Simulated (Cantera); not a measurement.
A closed system holds: 1 mol SiC, 2.1 mol N2O, 220 mol H2, equilibrated at 1250 °C and 0.000110 bar.

These are equilibrium values from Cantera (NASA tables, ideal gas, pure condensed phases), not measurements of a reactor. Candidate condensed phases: C, C6H6, C7H8, C8H18, H2O, Si, SiC, SiO2, Si2N2O, Si3N4; 151 gas species. Rates play no part.

Base state: H2 0.979, N2 0.00936, SiO 0.00446, CO 0.00446, H 0.00218, H2O 0.000445 (mole fractions); condensed: gas only.

### Question
What changes in the equilibrium state with this change: N2O from 2.1 to 0.11 mol?

### Answer
| species | before | after |
|---|---|---|
| H2 | 0.979 | 0.997 |
| H | 0.00218 | 0.00220 |
| N2 | 0.00936 | 0.000498 |
| SiO | 0.00446 | 0.000236 |
| H2O | 0.000445 | <1e-9 |
| Si | <1e-9 | 2.67e-5 |
| CO | 0.00446 | 0.000263 |
| SiC(s), mol | 0 | 0.942 |
